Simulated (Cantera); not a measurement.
What does this Cantera script print?

```python
import numpy as np
import cantera as ct

gas = ct.Solution("gri30.yaml")
gas.TPX = 1598, 780000, {'CH4': 1, 'CO2': 1.8, 'H2': 1.2}
reactor = ct.IdealGasConstPressureReactor(gas, energy="off", clone=False)
net = ct.ReactorNet([reactor])
net.rtol, net.atol = 1e-08, 1e-18
show = ['CH4', 'CO2', 'H2', 'HO2', 'CH2O', 'HCO', 'H']
times = np.geomspace(2e-05, 4, 14)

steps = ct.SolutionArray(gas, extra=["t"])
rows = []
print(f"{'t/s':>10s}{'T/K':>9s}{'P/Pa':>11s}" + "".join(f"{s:>11s}" for s in show))
for t in times:
    while net.time < t:
        t_next = net.step()
        steps.append(gas.state, t=t_next)
    rows.append([np.interp(t, steps.t, y) for y in (steps.T, steps.P, *steps(*show).X.T)])
    print(f"{t:10.3e}{rows[-1][0]:9.1f}{rows[-1][1]:11.4g}" + "".join(f"{x:11.3e}" for x in rows[-1][2:]))
rate = np.gradient(steps.T, steps.t)
print("integrator steps:", len(steps.t))
if steps.T.max() > steps.T[0] + 200:
    print(f"time of steepest temperature rise: {steps.t[rate.argmax()]:.4e} s")
gas.TPX = 1598, 780000, {'CH4': 1, 'CO2': 1.8, 'H2': 1.2}
gas.equilibrate("TP")
print(f"equilibrium (TP): T = {gas.T:.1f} K  " + "  ".join(f"{s} {gas[s].X[0]:.3e}" for s in show))
```

Output:

```
       t/s      T/K       P/Pa        CH4        CO2         H2        HO2       CH2O        HCO          H
 2.000e-05   1598.0    7.8e+05  2.499e-01  4.499e-01  3.000e-01  1.113e-14  1.211e-07  2.634e-11  5.342e-06
 5.114e-05   1598.0    7.8e+05  2.497e-01  4.497e-01  2.998e-01  1.273e-14  5.260e-07  1.328e-10  6.321e-06
 1.308e-04   1598.0    7.8e+05  2.492e-01  4.490e-01  2.994e-01  1.373e-14  1.202e-06  3.524e-10  7.023e-06
 3.345e-04   1598.0    7.8e+05  2.482e-01  4.469e-01  2.984e-01  1.470e-14  1.681e-06  6.268e-10  7.590e-06
 8.553e-04   1598.0    7.8e+05  2.455e-01  4.414e-01  2.956e-01  1.549e-14  1.774e-06  9.810e-10  7.699e-06
 2.187e-03   1598.0    7.8e+05  2.388e-01  4.273e-01  2.894e-01  1.676e-14  1.817e-06  1.788e-09  7.683e-06
 5.593e-03   1598.0    7.8e+05  2.223e-01  3.932e-01  2.761e-01  1.853e-14  1.900e-06  3.664e-09  7.617e-06
 1.430e-02   1598.0    7.8e+05  1.865e-01  3.213e-01  2.503e-01  1.961e-14  2.073e-06  7.494e-09  7.499e-06
 3.658e-02   1598.0    7.8e+05  1.273e-01  2.099e-01  2.177e-01  1.754e-14  2.299e-06  1.355e-08  7.552e-06
 9.353e-02   1598.0    7.8e+05  7.526e-02  1.260e-01  2.127e-01  1.364e-14  2.050e-06  2.036e-08  8.483e-06
 2.392e-01   1598.0    7.8e+05  6.379e-02  1.035e-01  2.361e-01  1.005e-14  1.523e-06  2.497e-08  9.342e-06
 6.117e-01   1598.0    7.8e+05  6.085e-02  8.665e-02  2.713e-01  6.199e-15  1.080e-06  2.982e-08  9.980e-06
 1.564e+00   1598.0    7.8e+05  5.101e-02  6.751e-02  3.170e-01  3.412e-15  7.925e-07  3.569e-08  1.077e-05
 4.000e+00   1598.0    7.8e+05  3.434e-02  5.146e-02  3.637e-01  1.898e-15  6.651e-07  4.101e-08  1.154e-05
integrator steps: 1185
equilibrium (TP): T = 1598.0 K  CH4 3.058e-05  CO2 3.338e-02  H2 4.333e-01  HO2 7.974e-16  CH2O 6.292e-07  HCO 4.762e-08  H 1.263e-05
```

Model: GRI-Mech 3.0 (53 species, 325 reactions), integrated in Cantera.
